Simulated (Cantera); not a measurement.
A closed system holds: 1 mol Ta(OEt)5, 13 mol H2O, 10 mol H2, held at 700 Pa.

Method: chemical equilibrium by Gibbs-energy minimisation in Cantera with the NASA 1993 tables (ideal gas, pure condensed phases). Candidate condensed phases: C, C6H6, C7H8, C8H18, H2O, Ta, TaC, Ta2O5; 113 gas species. The feed counts by its element totals alone. Equilibrium is a limit: real reactors are often held back by kinetics, nucleation or transport.

### Question
Which condensed phases are stable at each of these points (T (K)): 800, 1000, 1200, 1400, 1600, 1800, 2000, 2200, 2400, 2600, 2800?

### Answer
```tsv
T (K)	condensed phases	Ta condensed (%)
800	Ta2O5(s)	100.0
1000	Ta2O5(s)	100.0
1200	Ta2O5(s)	100.0
1400	Ta2O5(s)	100.0
1600	Ta2O5(s)	100.0
1800	Ta2O5(s)	100.0
2000	Ta2O5(s)	99.9
2200	Ta2O5(l)	98.0
2400	Ta2O5(l)	72.1
2600	gas only	0.0
2800	gas only	0.0
```

From 800 K to 2000 K the condensed part is Ta2O5(s). From 2200 K to 2400 K the condensed part is Ta2O5(l). From 2600 K to 2800 K nothing is condensed.
